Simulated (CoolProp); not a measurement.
A closed Brayton cycle with carbon dioxide: compressor inlet 310.15 K and 8.7 MPa, high pressure 22 MPa, turbine inlet 825 K, compressor efficiency 0.8, turbine efficiency 0.9, recuperator effectiveness 0 (on enthalpy, no pinch check). Each further row changes one setting.

Values from CoolProp's reference Helmholtz-energy equation of state, Span 1996.

```
case                           thermal efficiency (%)  net work (kJ/kg)  compressor to turbine work  compressor exit (K)  turbine exit (K)
-----------------------------  ----------------------  ----------------  --------------------------  -------------------  ----------------
as stated                                        14.0              96.3                        0.21                344.9             713.8
turbine inlet 775 K                              14.0              87.9                        0.23                344.9               [?]
compressor inlet 320.15 K                        13.5              78.8                        0.36                390.5             713.8
high pressure 18.7 MPa                           11.8              82.2                         [?]                  [?]               [?]
recuperator effectiveness 0.5                     [?]              96.3                        0.21                344.9             713.8
```

**Question.** What belongs in the gaps?

**Answer.** 
- turbine inlet 775 K, turbine exit (K): 667.8
- high pressure 18.7 MPa, compressor to turbine work: 0.20
- high pressure 18.7 MPa, compressor exit (K): 338.3
- high pressure 18.7 MPa, turbine exit (K): 732.8
- recuperator effectiveness 0.5, thermal efficiency (%): 20.6
